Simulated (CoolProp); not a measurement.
A simple Rankine cycle with R236FA: condensing at 289.15 K, boiler at 1.67 MPa, turbine inlet 399 K, turbine efficiency 0.6, pump efficiency 0.8, no recuperator. Each further row changes one setting.

Model: reference Helmholtz-energy equation of state, Pan 2012, in CoolProp.

```tsv
case	thermal efficiency (%)	net work (kJ/kg)	heat in (kJ/kg)	turbine exit temperature (K)	volume ratio over the turbine
as stated	9.3	21.7	234	358.7	9.23
condensing temperature 281.15 K	10.2	24.9	244	354.6	12.4
boiler pressure 1.17 MPa	8.0	19.3	241	368.3	6.11
turbine efficiency 0.5	7.6	17.9	234	362.8	9.35
```
